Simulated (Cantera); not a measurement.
**Pyrogenic steam for wet oxidation**

An isothermal, constant-pressure homogeneous reactor starts with H₂ : O₂ : N₂ : H₂O = 1.3 : 1 : 2.5 : 0.43 (molar parts), equivalence ratio 0.65, at 900 K and 128 Torr.

Model: the H2/O2 subset of GRI-Mech 3.0, which has no nitrogen chemistry, integrated in Cantera. Below about 950 K walls govern HO2 and H2O2 in real vessels. The temperature is held fixed by assumption; the heat of reaction is taken as removed at once.

```
t (s)         x H₂    x O₂   x H₂O      x OH       x O    x H₂O₂       x H
--------  --------  ------  ------  --------  --------  --------  --------
8.00e-6      0.249   0.191  0.0822    <1e-12    <1e-12    <1e-12  2.14e-12
6.17e-5      0.249   0.191  0.0822    <1e-12  1.72e-12    <1e-12  1.68e-11
0.000476     0.249   0.191  0.0822  1.54e-11  6.07e-11  1.04e-12  4.76e-10
0.00367      0.114   0.130   0.236  0.000768   0.00100   2.00e-6   0.00770
0.0283      0.0337  0.0919   0.338   4.03e-8   6.91e-8   4.62e-5   1.63e-7
0.218       0.0325  0.0913   0.339   1.37e-7   1.99e-7  0.000137   4.80e-7
1.68        0.0165  0.0840   0.358   2.24e-7   2.52e-7  0.000165   4.06e-7
13.0      0.000309  0.0766   0.377   9.49e-8   1.32e-8   3.06e-6   3.99e-9
100        9.05e-6  0.0764   0.378   7.87e-9  4.35e-11   7.06e-9  1.07e-11
```
x: mole fraction; the columns are a selection and need not sum to one.

Equilibrium at this temperature and pressure: H₂ 1.07e-11, O₂ 0.0764, H₂O 0.378, OH 3.09e-8, O 3.63e-12, H₂O₂ 2.93e-11, H <1e-12 (gas phase only).
